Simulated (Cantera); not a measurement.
Charge: 1 mol N₂O, 0.051 mol O₂, 5.4 mol N₂, at 3523.15 K and 1.33 mbar.

These are equilibrium values from Cantera (NASA tables, ideal gas, pure condensed phases), not measurements of a reactor. The numbers say what is thermodynamically allowed, not how fast it happens.

Base state: N₂ 0.847, O 0.145, N 0.00623, NO 0.00187, O₂ 0.000102 (mole fractions); condensed: gas only.

Problem. What changes in the equilibrium state with this change: 0.0093 mol NH₃ added?

Solution. 
```json
[
 {"species": "N₂", "before": "0.847", "after": "0.844"},
 {"species": "O", "before": "0.145", "after": "0.144"},
 {"species": "N", "before": "0.00623", "after": "0.00622"},
 {"species": "H", "before": "0", "after": "0.00369"},
 {"species": "O₂", "before": "0.000102", "after": "0.000101"},
 {"species": "NO", "before": "0.00187", "after": "0.00186"}
]
```
Further candidate phases: H₂O.
